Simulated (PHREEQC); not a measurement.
Consider water at 25 °C with 9.5 mmol/kgw TMAH and 2.9 mmol/kgw Na2SiO3. Closed to the air; pH follows from the charge balance.

Computed with PHREEQC (ion-association model, wateq4f.dat).

Task: The ionic strength comes out as 0.0156 mol/kgw. What activity coefficients do OH-, Na+, H3SiO4-, H2SiO4-2 get?

Result: OH- 0.88, Na+ 0.88, H3SiO4- 0.88, H2SiO4-2 0.62.

Precipitation was switched off in this run. Species that the database lacks are ignored. (CH3)4N+ isn't in the database: it is added as a free cation with an ion size of 4 Å.
